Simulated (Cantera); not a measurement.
A closed system holds: 1 mol CsCl, 13 mol H2O, 110 mol H2, equilibrated at 1.33 mbar.

Equilibrium computed with Cantera from the NASA thermochemical tables; the gas is ideal and each condensed phase is pure. Candidate condensed phases: Cs, CsCl, CsOH, H2O; 22 gas species. Equilibrium is a limit: real reactors are often held back by kinetics, nucleation or transport. All values below are at 1675 K.

Base state: H2 0.883, H2O 0.105, CsCl 0.00659, H 0.00299, HCl 0.00145, Cs 0.00138, CsOH 6.88e-5, OH 1.71e-5 (mole fractions); condensed: gas only.

Q: What changes in the equilibrium state with this change: pressure from 1.33 mbar to 59.0 mbar?

A: 
| species | before | after |
|---|---|---|
| H2 | 0.883 | 0.886 |
| H2O | 0.105 | 0.105 |
| CsCl | 0.00659 | 0.00739 |
| H | 0.00299 | 0.000450 |
| Cs | 0.00138 | 0.000504 |
| OH | 1.71e-5 | 2.57e-6 |
| CsOH | 6.88e-5 | 0.000167 |
